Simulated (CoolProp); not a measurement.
Model: reference Helmholtz-energy equation of state, Gao 2020, in CoolProp.

Give the vapour pressure (MPa), enthalpy of vaporisation (kJ/kg), vapour Z, surface tension (mN/m) of saturated ammonia at 27.35 °C.


```json
[
 {"T (°C)": "27.35", "p (MPa)": "1.08", "enthalpy of vaporisation (kJ/kg)": "1160", "vapour Z": "0.878", "surface tension (mN/m)": "19.9"}
]
```

Surface tension comes from a separate correlation (Mulero 2012).
